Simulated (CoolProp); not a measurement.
Vapour-liquid equilibrium of R22 (1) + R134a (2) at 260.3 K; x and y are mole fractions of (1).

Computed with CoolProp (multi-fluid Helmholtz-energy mixture model, Kamei 1995 and Tillner-Roth 1994; pair parameters Bell 2016).

| x | bubble pressure, mixture model (kPa) | bubble pressure, Raoult's law (kPa) | y, mixture model | y, Raoult's law |
|---|---|---|---|---|
| 0.05 | 188.3 | 186.1 | 0.093 | 0.086 |
| 0.15 | 205.8 | 200.2 | 0.251 | 0.240 |
| 0.25 | 222.0 | 214.4 | 0.380 | 0.374 |
| 0.35 | 237.2 | 228.5 | 0.490 | 0.491 |
| 0.45 | 251.5 | 242.6 | 0.586 | 0.594 |
| 0.55 | 265.1 | 256.8 | 0.673 | 0.686 |
| 0.65 | 278.1 | 270.9 | 0.752 | 0.769 |
| 0.75 | 290.7 | 285.1 | 0.827 | 0.843 |
| 0.85 | 302.8 | 299.2 | 0.898 | 0.910 |
| 0.95 | 314.6 | 313.3 | 0.966 | 0.971 |

The largest gap from Raoult's law is +3.8 % in bubble pressure, at x = 0.35. No azeotrope shows between x = 0.05 and 0.95.

Pair parameters are fitted to limited data, so mixtures are less certain than the pure fluids.
